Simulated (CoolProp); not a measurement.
A simple Rankine cycle with water: condensing at 330.15 K, boiler at 1.06 MPa, turbine inlet 457.4 K, turbine efficiency 0.65, pump efficiency 0.7, no recuperator. Each further row changes one setting.

Computed with CoolProp (reference Helmholtz-energy equation of state, Wagner 2002).

```csv
case,thermal efficiency (%),net work (kJ/kg),heat in (kJ/kg),turbine exit temperature (K),volume ratio over the turbine
as stated,16.2,412,2540,330.1,42.6
turbine inlet 477.4 K,16.3,422,2590,330.1,41.0
condensing temperature 322.15 K,17.2,443,2580,322.2,61.0
boiler pressure 0.742 MPa,14.9,384,2570,330.1,29.8
turbine efficiency 0.55,13.7,349,2540,330.1,43.9
```

The expansion ends wet for: as stated; turbine inlet 477.4 K; condensing temperature 322.15 K; boiler pressure 0.742 MPa; turbine efficiency 0.55.
